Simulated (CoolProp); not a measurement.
Sulfur dioxide at 268.29 K and 0.101 MPa is throttled through a valve to 0.0161 MPa with no heat exchange. Each further row changes one setting.

Computed with CoolProp (reference Helmholtz-energy equation of state, Gao 2016).

```csv
case,temperature change (K),final density (kg/m³)
as stated,-4.8,0.473
outlet pressure 0.00483 MPa,-5.5,0.142
outlet pressure 0.0209 MPa,-4.5,0.614
```
